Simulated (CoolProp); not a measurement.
Vapour-liquid equilibrium of R125 (1) + n-butane (2) at 300.7 K; x and y are mole fractions of (1).

Model: multi-fluid Helmholtz-energy mixture model, Lemmon 2005 and Bücker 2006; pair parameters Bell 2016, in CoolProp.

| x | bubble pressure (kPa) | y at the bubble point | dew pressure at overall composition x (kPa) | liquid density (mol/L) |
|---|---|---|---|---|
| 0.05 | 455.7 | 0.418 | 277.4 | 9.793 |
| 0.2 | 851.9 | 0.696 | 330.6 | 9.742 |
| 0.35 | 1062 | 0.767 | 407.7 | 9.669 |
| 0.5 | 1183 | 0.803 | 529.5 | 9.590 |
| 0.65 | 1277 | 0.837 | 748.3 | 9.534 |
| 0.8 | 1369 | 0.883 | 1172 | 9.547 |
| 0.95 | 1453 | 0.961 | 1445 | 9.692 |

No azeotrope shows between x = 0.05 and 0.95.

The pair parameters rest on a limited set of measurements; away from them the model extrapolates. With so large a gap from Raoult's law the liquid may split in two, which this calculation doesn't test in full.
